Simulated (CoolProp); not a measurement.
Vapour-liquid equilibrium of n-perfluoropentane (1) + n-pentane (2) at 334.2 K; x and y are mole fractions of (1).

Values from CoolProp's multi-fluid Helmholtz-energy mixture model, Gao 2022 and Thol 2019; pair parameters Bell 2016.

```csv
x,bubble pressure (bar),y at the bubble point,dew pressure at overall composition x (bar),liquid density (mol/L)
0.05,2.855,0.243,2.322,7.831
0.15,3.495,…,…,7.359
0.25,3.721,0.467,2.877,6.939
0.35,3.802,0.493,3.244,6.570
0.45,3.837,0.512,3.657,6.249
0.55,…,0.537,3.840,5.972
0.65,3.814,0.574,3.668,5.735
0.75,3.706,0.633,…,5.531
0.85,3.479,0.728,3.180,5.353
0.95,3.099,0.885,2.952,…
```

Task: Fill in the missing entries.

Result: 
- 0.15, y at the bubble point: 0.411
- 0.15, dew pressure at overall composition x (bar): 2.573
- 0.55, bubble pressure (bar): 3.846
- 0.75, dew pressure at overall composition x (bar): 3.425
- 0.95, liquid density (mol/L): 5.197

y crosses x between x = 0.45 and 0.55: the model has an azeotrope there.

Pair parameters are fitted to limited data, so mixtures are less certain than the pure fluids. With so large a gap from Raoult's law the liquid may split in two, which this calculation doesn't test in full.
